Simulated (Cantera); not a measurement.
Feed: 1 mol MgO, 0.023 mol C, 0.087 mol H2, held at 2775 °C and 29000 Pa.

Equilibrium computed with Cantera from the NASA thermochemical tables; the gas is ideal and each condensed phase is pure. Candidate condensed phases: C, C6H6, C7H8, C8H18, H2O, Mg, MgCO3, MgO, Mg(OH)2; 116 gas species. The tables' values for MgH are old estimates; treat these amounts as uncertain. Kinetics and transport are ignored.

Base state: Mg 0.413, H2O 0.135, H 0.0882, H2 0.0677, OH 0.0608, CO 0.0606, O 0.0482, MgO 0.0470 (mole fractions); condensed: MgO(s).

**Question.** What changes in the equilibrium state with this change: temperature from 2775 °C to 2202 °C?

**Answer.** 
```json
[
 {"species": "H2", "before": "0.0677", "after": "0.568"},
 {"species": "Mg", "before": "0.413", "after": "0.199"},
 {"species": "CO", "before": "0.0606", "after": "0.162"},
 {"species": "O2", "before": "0.0381", "after": "3.54e-7"},
 {"species": "O", "before": "0.0482", "after": "1.41e-5"},
 {"species": "MgO", "before": "0.0470", "after": "0.000131"},
 {"species": "OH", "before": "0.0608", "after": "0.000386"},
 {"species": "MgOH", "before": "0.0219", "after": "0.00159"},
 {"species": "CO2", "before": "0.0162", "after": "0.00161"},
 {"species": "H2O", "before": "0.135", "after": "0.0346"},
 {"species": "H", "before": "0.0882", "after": "0.0315"},
 {"species": "HO2", "before": "1.10e-5", "after": "<1e-9"},
 {"species": "Mg(OH)2", "before": "0.00121", "after": "2.88e-5"},
 {"species": "MgH", "before": "0.00138", "after": "0.00159"},
 {"species": "MgO(s), mol", "before": "0.855", "after": "0.972"}
]
```

**Question.** What changes in the equilibrium state with this change: H2 from 0.087 to 2.6 mol?

**Answer.** 
```tsv
species	before	after
H2	0.0677	0.337
Mg	0.413	0.226
H	0.0882	0.197
CO2	0.0162	0.000350
O2	0.0381	0.00243
CO	0.0606	0.00520
MgO	0.0470	0.00651
O	0.0482	0.0122
MgOH	0.0219	0.00677
OH	0.0608	0.0343
H2O	0.135	0.170
HO2	1.10e-5	1.57e-6
Mg(OH)2	0.00121	0.000211
MgH	0.00138	0.00168
MgO(s), mol	0.855	0
```

**Question.** What changes in the equilibrium state with this change: temperature from 2775 °C to 1977 °C?

**Answer.** 
| species | before | after |
|---|---|---|
| H2 | 0.0677 | 0.637 |
| Mg | 0.413 | 0.175 |
| CO | 0.0606 | 0.171 |
| H2O | 0.135 | 0.00452 |
| O2 | 0.0381 | <1e-9 |
| O | 0.0482 | 1.40e-7 |
| MgO | 0.0470 | 5.58e-6 |
| OH | 0.0608 | 1.17e-5 |
| MgOH | 0.0219 | 0.000229 |
| CO2 | 0.0162 | 0.000223 |
| H | 0.0882 | 0.0110 |
| HO2 | 1.10e-5 | <1e-9 |
| Mg(OH)2 | 0.00121 | 1.05e-6 |
| MgH | 0.00138 | 0.00134 |
| MgO(s), mol | 0.855 | 0.976 |
